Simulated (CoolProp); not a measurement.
Carbon dioxide at 293.15 K and 3.84 MPa flows at 3.3 m/s in a round tube of 12.7 mm bore and 1.5 µm roughness, fully developed (64/Re and Nu = 3.66 if laminar; Colebrook and Gnielinski if turbulent). Each further row changes one setting.

Values from CoolProp's reference Helmholtz-energy equation of state, Span 1996.

```csv
case,Reynolds number,Darcy friction factor,pressure drop (Pa/m),heat-transfer coefficient (W/(m² K)),mass flow (kg/h)
as stated,247000,0.0160,631,844,138
velocity 6.6 m/s,495000,0.0146,2310,1550,277
diameter 25.4 mm,495000,0.0140,275,739,553
```

Viscosity comes from a separate model (Laesecke 2017). Thermal conductivity comes from a separate model (Huber 2016).
